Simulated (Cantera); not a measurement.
Feed: 1 mol SiHCl3, 19 mol H2, 1.1 mol C2H2, equilibrated at 750 °C and 38.0 mbar.

Method: chemical equilibrium by Gibbs-energy minimisation in Cantera with the NASA 1993 tables (ideal gas, pure condensed phases). Candidate condensed phases: C, C6H6, C7H8, C8H18, Si, SiC; 109 gas species. The tables' values for SiCl3 are old estimates; treat these amounts as uncertain. Rates play no part.

Base state: H2 0.882, HCl 0.108, SiCl4 0.00686, CH4 0.00222, SiHCl3 0.000475, SiCl3 6.02e-5, SiCl2 1.12e-5 (mole fractions); condensed: C(graphite) + SiC(s).

Question: What changes in the equilibrium state with this change: C2H2 from 1.1 to 0.019 mol?

Answer: 
```json
[
 {"species": "H2", "before": "0.882", "after": "0.943"},
 {"species": "SiCl4", "before": "0.00686", "after": "0.0235"},
 {"species": "HCl", "before": "0.108", "after": "0.0224"},
 {"species": "CH4", "before": "0.00222", "after": "1.20e-6"},
 {"species": "SiH2Cl2", "before": "3.63e-6", "after": "0.000330"},
 {"species": "SiCl2", "before": "1.12e-5", "after": "0.000948"},
 {"species": "SiHCl3", "before": "0.000475", "after": "0.00838"},
 {"species": "C(graphite), mol", "before": "1.31", "after": "0"},
 {"species": "SiC(s), mol", "before": "0.838", "after": "0.0380"},
 {"species": "Si(s), mol", "before": "0", "after": "0.265"}
]
```
Mutual solubility and eutectic melting of coexisting phases are not modelled.
